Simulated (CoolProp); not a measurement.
A Linde-Hampson liquefier for ethylene: isothermal reversible compression at 320 K from 1 atm to 15 MPa, throttling to 1 atm, return gas leaving the recuperator 10 K below the feed. Each further row changes one setting.

The numbers come from the reference Helmholtz-energy equation of state, Smukala 2000 in CoolProp.

| case | liquid yield per pass | compression work (kJ/kg of gas) |
|---|---|---|
| as stated | 0.380 | 404 |
| high pressure 30 MPa | 0.416 | 444 |
| warm-end temperature 350 K | 0.274 | 465 |
| warm-end gap 15 K | 0.373 | 404 |
